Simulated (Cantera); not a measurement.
Source: NASA polynomial tables (part measured, part estimated), evaluated in Cantera. Values are per mole of reaction as written; species without (g) are pure solids or liquids, kept so even where they would boil at 1 bar.

2 BaBr₂ + O₂(g) ⇌ 2 BaO + 2 Br₂(g), with ΔH° = 481.0 kJ and ΔS° = 132.8 J/K at 300 K.

Task: How far is the shortcut ΔG° ≈ ΔH°(300 K) − T·ΔS°(300 K) from the full temperature-dependent value at 598, 648, 698, 748, 798, 848 K?

Result: 
| T (K) | shortcut (kJ) | full (kJ) | difference (kJ) | difference in log10 K |
|---|---|---|---|---|
| 598 | 401.6 | 403.4 | -1.8 | 0.16 |
| 648 | 395.0 | 397.4 | -2.4 | 0.19 |
| 698 | 388.4 | 391.4 | -3.1 | 0.23 |
| 748 | 381.7 | 385.5 | -3.8 | 0.26 |
| 798 | 375.1 | 379.7 | -4.6 | 0.30 |
| 848 | 368.5 | 373.9 | -5.5 | 0.34 |
The shortcut ignores the heat-capacity change of the reaction.
